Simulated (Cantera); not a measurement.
A Cantera script and its output.

```python
import numpy as np
import cantera as ct

gas = ct.Solution("gri30.yaml")


def delay(T, t_max=10):
    gas.TPX = T, 2400000, {'CH3OH': 1, 'O2': 3.12, 'N2': 20.9}
    reactor = ct.IdealGasConstPressureReactor(gas, clone=False)
    net = ct.ReactorNet([reactor])
    net.rtol, net.atol = 1e-8, 1e-16
    while net.time < t_max:
        t_old, T_old = net.time, reactor.T
        net.step()
        if reactor.T > T + 400:  # ignition: a rise of 400 K
            return t_old + (T + 400 - T_old) / (reactor.T - T_old) * (net.time - t_old)
    return np.nan


taus = []
for T in [1300, 1400, 1500, 1600, 1700, 1800, 1900]:
    taus.append(delay(T))
    print(f"T0 = {T:6g} K   tau = {taus[-1]:.4e} s")
```

It prints:

```
T0 =   1300 K   tau = 2.5331e-04 s
T0 =   1400 K   tau = 7.3411e-05 s
T0 =   1500 K   tau = 2.6996e-05 s
T0 =   1600 K   tau = 1.1962e-05 s
T0 =   1700 K   tau = 6.1146e-06 s
T0 =   1800 K   tau = 3.5260e-06 s
T0 =   1900 K   tau = 2.2871e-06 s
```

Computed with Cantera and GRI-Mech 3.0 (53 species, 325 reactions). GRI-Mech 3.0 was tuned for natural gas; its chemistry of methanol as a main component is partial and can be far from experiment. The pressure lies above the range GRI-Mech 3.0 was tuned for (to about 10 atm).
